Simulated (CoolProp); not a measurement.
Vapour-liquid equilibrium of CH2F2 (R32) (1) + R134a (2) at 1.15 MPa; x and y are mole fractions of (1).

Values from CoolProp's multi-fluid Helmholtz-energy mixture model, Tillner-Roth 1997 and Tillner-Roth 1994; pair parameters Lemmon 2004.

```csv
x,bubble temperature (K),y at the bubble point,dew temperature at overall composition x (K),liquid density (mol/L)
0.05,315.4,[?],316.5,11.34
0.2,308.8,[?],312.6,[?]
0.35,303.1,0.521,308.3,13.27
0.5,298.0,0.671,[?],[?]
0.65,[?],0.792,298.7,15.66
0.8,289.4,[?],293.2,17.13
0.95,285.6,0.976,286.8,18.86
```

Question: What belongs in the gaps?

Answer: 
- 0.05, y at the bubble point: 0.093
- 0.2, y at the bubble point: 0.333
- 0.2, liquid density (mol/L): 12.26
- 0.5, dew temperature at overall composition x (K): 303.7
- 0.5, liquid density (mol/L): 14.39
- 0.65, bubble temperature (K): 293.5
- 0.8, y at the bubble point: 0.893

No azeotrope shows between x = 0.05 and 0.95.

The pair parameters rest on a limited set of measurements; away from them the model extrapolates.
